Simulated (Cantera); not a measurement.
## Stirred combustor or abatement burner

A perfectly stirred reactor is fed with CH₃OH : O₂ : N₂ = 1 : 1.67 : 6.27 (molar parts), equivalence ratio 0.90, at 1.01 bar; it is adiabatic with a 625 K inlet, and is followed from long to short residence time, starting on the burning branch (τ in s: 0.31, 0.1, 0.032, 0.01, 0.0033, 0.0011, 0.00035, 0.00011, 3.6e-05, 1.2e-05).

Cantera simulation using GRI-Mech 3.0 (53 species, 325 reactions); the numbers are that mechanism's predictions, not measurements. GRI-Mech 3.0 was tuned for natural gas; its chemistry of methanol as a main component is partial and can be far from experiment.

| τ (s) | T (K) | x CH₃OH | x O₂ | x O | x CH₂ | x C₂H₂ | x CO₂ | x CO |
|---|---|---|---|---|---|---|---|---|
| 0.31 | 2311 | 1.97e-7 | 0.0203 | 0.000787 | 4.52e-9 | <1e-12 | 0.0962 | 0.00883 |
| 0.10 | 2308 | 5.83e-7 | 0.0210 | 0.000854 | 1.29e-8 | 1.48e-12 | 0.0957 | 0.00926 |
| 0.032 | 2295 | 1.64e-6 | 0.0223 | 0.00103 | 3.29e-8 | 6.87e-12 | 0.0944 | 0.0105 |
| 0.010 | 2259 | 4.28e-6 | 0.0243 | 0.00146 | 7.07e-8 | 2.09e-11 | 0.0912 | 0.0133 |
| 0.0033 | 2196 | 9.76e-6 | 0.0273 | 0.00232 | 1.48e-7 | 5.81e-11 | 0.0862 | 0.0178 |
| 0.0011 | 2112 | 2.20e-5 | 0.0308 | 0.00358 | 3.85e-7 | 2.73e-10 | 0.0803 | 0.0230 |
| 0.00035 | 2017 | 5.59e-5 | 0.0349 | 0.00497 | 1.16e-6 | 2.09e-9 | 0.0737 | 0.0287 |
| 0.00011 | 1920 | 0.000175 | 0.0409 | 0.00552 | 3.58e-6 | 2.07e-8 | 0.0642 | 0.0372 |
| 3.6e-5 | 625 | 0.112 | 0.187 | <1e-12 | <1e-12 | <1e-12 | <1e-12 | <1e-12 |
| 1.2e-5 | 625 | 0.112 | 0.187 | <1e-12 | <1e-12 | <1e-12 | <1e-12 | <1e-12 |
x: mole fraction; the columns are a selection and need not sum to one.
